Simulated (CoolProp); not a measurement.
The numbers come from the reference Helmholtz-energy equation of state, Tillner-Roth 1997 in CoolProp.

### Question
Give the vapour pressure (MPa), liquid density (kg/m³), enthalpy of vaporisation (kJ/kg), liquid cp (kJ/(kg K)) of saturated CH2F2 (R32) at 277.7 K.

### Answer
| T (K) | p (MPa) | liquid density (kg/m³) | enthalpy of vaporisation (kJ/kg) | liquid cp (kJ/(kg K)) |
|---|---|---|---|---|
| 277.7 | 0.938 | 1040 | 308 | 1.77 |
